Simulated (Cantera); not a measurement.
Input (Python, Cantera) and output of one run.

```python
import numpy as np
import cantera as ct

gas_names = """
    H HNO HNO2 HNO3 HO2 H2 H2O H2O2 N NH NH2 NH3 NH2OH NO NO2 NO3 N2 N2H2 N2H4 N2O O OH O2 O3 Si SiH
    SiH2 SiH3 SiH4 SiN SiO SiO2 Si2 Si2N Si3
""".split()
cond_names = """
    H2O(s) H2O(L) Si(cr) Si(L) SiO2(Lqz) SiO2(hqz) SiO2(L) Si2N2O(s) Si3N4(a)
""".split()


# ... load() reads the species with a 1 bar reference pressure and builds the phases ...
atoms = {
    'Si3N4': {'Si': 3, 'N': 4},
    'H2O': {'H': 2, 'O': 1},
    'H2': {'H': 2},
}
top_T = {'Si2N2O(s)': 2100, 'Si3N4(a)': 2400}  # K; cautious upper limits of use, not melting points


# ... equilibrate(T, P, feed) seeds the gas with the atoms and calls Mixture.equilibrate('TP', solver="gibbs", rtol=1e-10, max_steps=50000) ...
results = []
feed = {'Si3N4': 1, 'H2O': 0.4, 'H2': 3.5}  # mol
P = 2.5  # Pa
for T in [1148, 1198, 1248, 1298, 1348, 1398, 1448, 1498, 1548, 1598, 1648, 1698, 1748]:
    mix = equilibrate(T, P, feed)
    results.append((T, P, feed, dict(zip(mix.species_names, mix.species_moles))))

top = {s: max(r[3][s] / sum(r[3][g] for g in gas_names) for r in results) for s in gas_names}
cols = sorted((s for s in top if top[s] > 1e-06), key=lambda s: -top[s])[:9]
seen = [c for c in cond_names if any(r[3].get(c, 0) > 1e-12 for r in results)]
print("log10 of partial pressures in bar; condensed amounts in mol")
print(f"{'T/K':>10s}" + "".join(f"{s[:9]:>10s}" for s in cols + seen))
for T, P, feed, n in results:
    ng = sum(n[g] for g in gas_names)
    print(f"{T:10.4g}" + "".join(f"{np.log10(max(n[s] / ng * P / 1e5, 1e-99)):10.3f}" for s in cols)
          + "".join(f"{n.get(c, 0):10.4g}" for c in seen))
```

Result:

```
log10 of partial pressures in bar; condensed amounts in mol
       T/K        H2        N2       SiO        Si         H       Si2       SiH      Si2N       SiN    Si(cr)     Si(L) Si2N2O(s)  Si3N4(a)
      1148    -4.617    -6.083   -11.681   -14.202    -9.453   -19.996   -15.183   -17.819   -16.284         0         0       0.4    0.7333
      1198    -4.617    -6.083   -10.572   -12.883    -9.029   -17.949   -14.010   -16.135   -15.116         0         0       0.4    0.7333
      1248    -4.617    -6.083    -9.555   -11.671    -8.639   -16.069   -12.932   -14.589   -14.043         0         0       0.4    0.7333
      1298    -4.617    -6.082    -8.617   -10.553    -8.278   -14.336   -11.938   -13.163   -13.054         0         0    0.3996    0.7335
      1348    -4.633    -5.773    -7.853    -9.726    -7.952   -13.145   -11.233   -12.103   -12.190    0.2219         0    0.3977    0.6601
      1398    -4.711    -5.261    -7.220    -9.108    -7.681   -12.341   -10.762   -11.308   -11.427     1.442         0    0.3879    0.2565
      1448    -4.770    -5.126    -6.291    -8.534    -7.421   -11.594   -10.316   -10.740   -10.888     2.317         0    0.2824         0
      1498    -4.812    -5.101    -5.800    -7.998    -7.171   -10.898    -9.895   -10.261   -10.437     2.597         0         0         0
      1548    -4.814    -5.102    -5.801    -7.498    -6.918   -10.247    -9.482    -9.826   -10.026     2.592         0         0         0
      1598    -4.817    -5.104    -5.803    -7.029    -6.682    -9.638    -9.096    -9.419    -9.643     2.576         0         0         0
      1648    -4.823    -5.108    -5.807    -6.589    -6.462    -9.066    -8.736    -9.038    -9.284     2.532         0         0         0
      1698    -4.835    -5.117    -5.816    -6.183    -6.257    -8.544    -8.408    -8.698    -8.956         0     2.424         0         0
      1748    -4.858    -5.135    -5.834    -5.837    -6.070    -8.126    -8.142    -8.458    -8.689         0     2.193         0         0
```

These are equilibrium values from Cantera (NASA tables, ideal gas, pure condensed phases), not measurements of a reactor. Mutual solubility and eutectic melting of coexisting phases are not modelled. The tables' values for SiN are old estimates; treat these amounts as uncertain. Gases not in the tables: Si2H6 and higher silanes.
